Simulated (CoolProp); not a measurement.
R152A at 173.97 K and 1.17 MPa flows at 20 m/s in a round tube of 12.7 mm bore and 45 µm roughness, fully developed (64/Re and Nu = 3.66 if laminar; Colebrook and Gnielinski if turbulent). Each further row changes one setting.

The numbers come from the reference Helmholtz-energy equation of state, Outcalt 1996 in CoolProp. It is a modified Benedict-Webb-Rubin equation, recast in Helmholtz form.

| case | Reynolds number | Darcy friction factor | pressure drop (Pa/m) | heat-transfer coefficient (W/(m² K)) | mass flow (kg/h) |
|---|---|---|---|---|---|
| as stated | 259000 | 0.0279 | 509000 | 32300 | 10600 |
| velocity 40 m/s | 518000 | 0.0277 | 2020000 | 64400 | 21100 |
| diameter 25.4 mm | 518000 | 0.0231 | 210000 | 28700 | 42300 |

Viscosity comes from a separate model (Bell 2016), an estimate that may be off by 10 % or more. Thermal conductivity comes from a separate model (Krauss 1996).
